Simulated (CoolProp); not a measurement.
Computed with CoolProp (reference Helmholtz-energy equation of state, Lemmon 2006). It is a short technical equation, of lower accuracy than the large ones.

### Question
For C2F6 (R116), give the phase and the density (kg/m³), cv (kJ/(kg K)), isothermal compressibility (1/MPa), Prandtl number at 35.85 °C and 169 bar.

### Answer
- 35.85 °C and 169 bar: supercritical; density 1210, cv 0.786, isothermal compressibility 0.0107, Prandtl number 2.89

Viscosity comes from a separate model (Huber 2003), an estimate that may be off by 10 % or more. Thermal conductivity comes from a separate model (Huber 2003), an estimate that may be off by 10 % or more.
